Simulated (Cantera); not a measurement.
Input: 1 mol BF₃, 1.4 mol NH₃, 36 mol H₂, equilibrated at 2300 K and 2300 Pa.

Cantera equilibrium calculation (NASA polynomials, part measured and part estimated; ideal gas, pure solids and liquids). Candidate condensed phases: B, BN; 31 gas species. The tables' values for BF₂, BH₂ are old estimates; treat these amounts as uncertain. Kinetics and transport are ignored.

Base state: H₂ 0.857, H 0.0591, HF 0.0431, BF 0.0195, N₂ 0.0167, BF₂ 0.00389, BF₃ 0.000315, BHF₂ 0.000140 (mole fractions); condensed: gas only.

Task: What changes in the equilibrium state with this change: BF₃ replaced by B₂O₃?

Result: 
```
species   before    after
-------  -------  -------
H₂         0.857    0.869
H         0.0591   0.0595
N₂        0.0167   0.0169
HF        0.0431        0
BF        0.0195        0
HBO            0   0.0166
BO             0   0.0127
HBO₂           0   0.0123
H₂O            0  0.00889
BF₂      0.00389        0
B₂O₃           0  0.00271
```
Further candidate phases: B₂O₃, B₃O₃H₃, H₂O.
